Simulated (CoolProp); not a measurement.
Properties of C2F6 (R116) along the isobar 0.717 MPa.

Model: reference Helmholtz-energy equation of state, Lemmon 2006, in CoolProp. It is a short technical equation, of lower accuracy than the large ones.

| T (K) | phase | cp (kJ/(kg K)) | speed of sound (m/s) | expansivity (1/kK) |
|---|---|---|---|---|
| 266.6 | gas | 0.7870 | 119.2 | 5.723 |
| 284.2 | gas | 0.7980 | 125.8 | 4.887 |
| 301.8 | gas | 0.8146 | 131.7 | 4.312 |
| 319.4 | gas | 0.8336 | 137.0 | 3.885 |
| 337 | gas | 0.8536 | 142.0 | 3.552 |
| 354.6 | gas | 0.8737 | 146.6 | 3.283 |
| 372.2 | gas | 0.8936 | 151.0 | 3.059 |
| 389.8 | gas | 0.9129 | 155.1 | 2.869 |
| 407.4 | gas | 0.9315 | 159.1 | 2.705 |
| 425 | gas | 0.9493 | 163.0 | 2.562 |
